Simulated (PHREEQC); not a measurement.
PHREEQC input (ion-association model, wateq4f.dat):

```
SOLUTION_MASTER_SPECIES
  An  An-  0  An  62.0  # stands for a non-complexing anion
SOLUTION_SPECIES
  An- = An-
    -log_k 0
    -gamma 3.0 0
  PO4-3 + 3H+ = H3PO4  # constants of phreeqc.dat
    -log_k 21.721
    -delta_h -10.1 kJ
PHASES
  Fix_H+
    H+ = H+
    -log_k 0
SOLUTION 1
  temp 25
  units mmol/kgw
  pH 7 charge
  Cl 0.096
  Ca 0.048
  S(6) 0.00068
  Cu(2) 0.00068
  P 0.72
  Na 5.72
  An 5
END
SELECTED_OUTPUT 1
  -reset false
  -pH true
  -pe true
  -ionic_strength true
  -water true
  -totals Ca Cl Cu Na P S Cu(1) Cu(2) S(-2) S(6)
  -molalities Hfo_wOH Hfo_wOH2+ Hfo_wO- Hfo_sOH Hfo_sOH2+ Hfo_sO- Hfo_sOCu+ Hfo_wOCu+ Hfo_wSO4- Hfo_wOHSO4-2
    Hfo_sOHCa+2 Hfo_wOCa+ Hfo_wH2PO4 Hfo_wHPO4- Hfo_wPO4-2
  -saturation_indices Gypsum Portlandite Hydroxyapatite Cu(OH)2 Brochantite Antlerite Atacamite Cu3(PO4)2:3H2O Halite Mirabilite
    Chalcanthite
USER_PUNCH 1
  -headings sigma psi
  10 PUNCH EDL("sigma", "Hfo"), EDL("psi", "Hfo")
PRINT
  -reset false
USE solution 1
SURFACE 1
  Hfo_wOH 0.000292135 600 0.13
  Hfo_sOH 7.30337e-06
EQUILIBRIUM_PHASES 1
  Fix_H+ -3 HAn 10
    -force_equality true
  O2(g) -0.68 10
END
# ... the last block is repeated for the other 12 points of pH, with NaOH or the acid as the point needs
```

Selected output (columns that matter, 13 of 13 rows; pH added in front):

```
pH	mu	Ca	Cl	Cu	Na	P	S	si_Gypsum	si_Portlandite	si_Hydroxyapatite	si_Cu(OH)2	si_Brochantite	si_Antlerite	si_Atacamite
3	0.0069522	4.8e-05	9.6e-05	6.7985e-07	0.00572	0.00043204	6.7972e-07	-6.2486	-21.27	-29.922	-8.954	-28.955	-21.591	-15.024
3.5	0.0062103	4.7999e-05	9.6e-05	6.7856e-07	0.00572	0.00043303	6.798e-07	-6.214	-20.264	-26.27	-7.9479	-25.903	-19.545	-13.51
4	0.005976	4.7996e-05	9.6e-05	6.6585e-07	0.00572	0.00043576	6.7988e-07	-6.2026	-19.262	-22.712	-6.9538	-22.917	-17.553	-12.021
4.5	0.0059016	4.7978e-05	9.6e-05	5.6209e-07	0.00572	0.00044099	6.7994e-07	-6.1991	-18.261	-19.184	-6.0267	-20.206	-15.769	-10.667
5	0.0058782	4.7884e-05	9.6e-05	2.279e-07	0.00572	0.00044974	6.7997e-07	-6.1991	-17.262	-15.667	-5.4188	-18.773	-14.944	-9.9512
5.5	0.0058751	4.7408e-05	9.6e-05	3.5771e-08	0.00572	0.0004628	6.7998e-07	-6.2041	-16.267	-12.177	-5.2244	-18.995	-15.361	-10.062
6	0.0058892	4.5715e-05	9.6e-05	5.179e-09	0.00572	0.00048014	6.7999e-07	-6.223	-15.286	-8.7914	-5.072	-19.386	-15.903	-10.258
6.5	0.0059416	4.3152e-05	9.6e-05	1.2459e-09	0.00572	0.00050156	6.7999e-07	-6.2565	-14.319	-5.5957	-4.7522	-19.107	-15.945	-10.118
7	0.0061277	4.1602e-05	9.6e-05	6.016e-10	0.0057863	0.00052681	6.7999e-07	-6.2913	-13.352	-2.6733	-4.4135	-18.754	-15.93	-9.9412
7.5	0.0064717	4.0799e-05	9.5999e-05	5.4171e-10	0.0059802	0.00055338	6.7999e-07	-6.326	-12.383	-0.154	-4.2602	-19.144	-16.474	-10.136
8	0.0067322	3.8903e-05	9.5999e-05	5.8484e-10	0.0061356	0.0005817	6.7999e-07	-6.3733	-11.428	1.9564	-4.1974	-19.896	-17.288	-10.511
8.5	0.0069083	3.0008e-05	9.5999e-05	7.4667e-10	0.0062688	0.00061623	6.7999e-07	-6.5289	-10.582	3.3563	-4.0872	-20.456	-17.959	-10.791
9	0.0070416	1.5131e-05	9.5999e-05	1.2458e-09	0.0063941	0.00065118	6.7999e-07	-6.9269	-9.9795	3.4742	-3.8641	-20.565	-18.291	-10.845
```

Along this series the solution becomes supersaturated in solids that the run did not let form, among them Hydroxyapatite. Species that the database lacks are ignored. H3PO4, which wateq4f.dat lacks, is added to it with the constant of phreeqc.dat. The database has no phosphate complexes of Cu. The database's constant for dissolved Cu(OH)2 is higher than later reviews accept. The oxide is taken as insoluble; below pH 4 it would dissolve.
